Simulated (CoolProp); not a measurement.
Model: reference Helmholtz-energy equation of state, Guder 2009, in CoolProp.

Q: Give the vapour pressure (MPa), vapour density (kg/m³), enthalpy of vaporisation (kJ/kg), surface tension (mN/m) of saturated sulfur hexafluoride at 260.2, 262.9 K.

A: 
```tsv
T (K)	p (MPa)	vapour density (kg/m³)	enthalpy of vaporisation (kJ/kg)	surface tension (mN/m)
260.2	0.860	70.5	92.5	6.21
262.9	0.933	76.7	90.8	5.85
```

Surface tension comes from a separate correlation (Mulero 2012).
